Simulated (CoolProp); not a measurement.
A Linde-Hampson liquefier for normal hydrogen: isothermal reversible compression at 230 K from 1 atm to 10 MPa, throttling to 1 atm, return gas leaving the recuperator 10 K below the feed. Each further row changes one setting.

The numbers come from the reference Helmholtz-energy equation of state, Leachman 2009 in CoolProp.

```csv
case,compression work (kJ/kg of gas)
as stated,4420
high pressure 20 MPa,5150
warm-end temperature 260 K,4990
warm-end gap 15 K,4420
```
